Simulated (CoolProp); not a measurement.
Vapour-liquid equilibrium of n-pentane (1) + toluene (2) at 0.366 MPa; x and y are mole fractions of (1).

Model: multi-fluid Helmholtz-energy mixture model, Thol 2019 and Lemmon 2006; pair parameters Bell 2016, in CoolProp.

Give the bubble temperature and the first vapour's composition at x = 0.35, 0.65, 0.875. Is there an azeotrope?

x = 0.35: 111.7 °C, y = 0.784; x = 0.65: 93.7 °C, y = 0.919; x = 0.875: 84.4 °C, y = 0.975. No azeotrope shows between x = 0.05 and 0.95.

Pair parameters are fitted to limited data, so mixtures are less certain than the pure fluids.
